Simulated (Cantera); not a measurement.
# Low-pressure radical oxidation in H2/O2

An isothermal, constant-pressure homogeneous reactor starts with 1.38 % H2, 98.6 % O2, at 998 K and 1330 Pa.

Model: the H2/O2 subset of GRI-Mech 3.0, which has no nitrogen chemistry, integrated in Cantera. Radical loss at walls, strong at low pressure, is not modelled.

```tsv
t (s)	x H2	x O2	x HO2	x O	x H2O
3.00e-5	0.0138	0.986	3.76e-12	<1e-12	<1e-12
0.000172	0.0138	0.986	2.16e-11	9.67e-12	1.59e-12
0.000985	0.0138	0.986	1.26e-10	1.92e-10	1.34e-10
0.00565	0.0138	0.986	2.36e-9	8.93e-8	1.10e-7
0.0324	0.000134	0.979	2.88e-6	0.00629	0.0131
0.185	1.14e-5	0.985	1.10e-6	0.000936	0.0138
1.06	4.88e-7	0.986	1.84e-7	4.54e-5	0.0139
6.09	2.12e-8	0.986	1.75e-8	2.27e-6	0.0139
34.9	1.64e-9	0.986	1.85e-9	1.95e-7	0.0139
200	1.99e-10	0.986	3.26e-10	2.48e-8	0.0139
```
x: mole fraction; the columns are a selection and need not sum to one.

Equilibrium at this temperature and pressure: H2 1.00e-11, O2 0.986, HO2 3.64e-10, O 1.28e-9, H2O 0.0139 (gas phase only).
